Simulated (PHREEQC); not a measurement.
# Spent oxide etchant: an equilibrium model

Solution (20 °C): 28 mmol/kgw NH4HF2, 0.4 mmol/kgw (NH4)2SiF6 and 0.038 mmol/kgw HCl. Closed to the air; pH follows from the charge balance.

Computed with PHREEQC (ion-association model, wateq4f.dat).

```yaml
pH: 3.14
ionic_strength: 0.0300 mol/kgw
total_alkalinity: -29.6 meq/kg
```

```tsv
species	molality	activity	log γ
NH4+	0.0288	0.0245	-0.070
F-	0.0266	0.0225	-0.073
HF	0.0220	0.0222	0.003
HF2-	0.00217	0.00183	-0.073
H2F2	0.00152	0.00153	0.003
H+	0.000821	0.000718	-0.058
SiF6-2	0.000400	0.000213	-0.273
Cl-	3.80e-5	3.22e-5	-0.073
```

Precipitation was switched off in this run. Species that the database lacks are ignored. wateq4f.dat counts part of the HF as a dimer, H2F2, which phreeqc.dat doesn't know; its constant is uncertain. SiF6-2 is the database's only silicon fluoride.
